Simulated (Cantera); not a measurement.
An adiabatic, constant-pressure homogeneous reactor starts with CH₄ : C₂H₆ : O₂ : N₂ = 1 : 0.13 : 2.05 : 7.69 (molar parts), equivalence ratio 1.2, at 1448 K and 42000 Pa.

Detailed kinetics in Cantera: GRI-Mech 3.0 (53 species, 325 reactions).

x: mole fraction; the columns are a selection and need not sum to one.

| t (s) | T (K) | x CH₄ | x C₂H₆ | x O₂ | x CH₂ | x OH | x CH₂O |
|---|---|---|---|---|---|---|---|
| 5.00e-6 | 1448 | 0.0920 | 0.0119 | 0.189 | 8.96e-12 | 2.82e-8 | 9.69e-8 |
| 1.55e-5 | 1448 | 0.0920 | 0.0119 | 0.189 | 1.05e-10 | 1.18e-7 | 9.68e-7 |
| 4.78e-5 | 1447 | 0.0920 | 0.0118 | 0.189 | 1.31e-9 | 5.81e-7 | 1.14e-5 |
| 0.000148 | 1447 | 0.0915 | 0.0114 | 0.188 | ___ | ___ | ___ |
| 0.000457 | 1479 | 0.0833 | 0.00795 | 0.180 | 3.36e-7 | 3.12e-5 | 0.00286 |
| 0.00141 | 2606 | <1e-12 | <1e-12 | 0.0121 | <1e-12 | 0.0194 | 3.01e-10 |
| 0.00437 | 2685 | <1e-12 | <1e-12 | 0.00944 | <1e-12 | 0.0176 | 3.62e-10 |
| 0.0135 | 2680 | <1e-12 | <1e-12 | 0.00885 | <1e-12 | 0.0171 | 3.69e-10 |
| 0.0418 | 2680 | <1e-12 | <1e-12 | 0.00881 | <1e-12 | 0.0171 | 3.69e-10 |
| 0.129 | 2680 | <1e-12 | <1e-12 | 0.00881 | <1e-12 | 0.0171 | 3.69e-10 |
| 0.400 | 2680 | <1e-12 | <1e-12 | 0.00881 | <1e-12 | 0.0171 | 3.69e-10 |

Q: Complete the blanks.

A: 
- 0.000148, x CH₂: 2.05e-8
- 0.000148, x OH: 4.03e-6
- 0.000148, x CH₂O: 0.000211
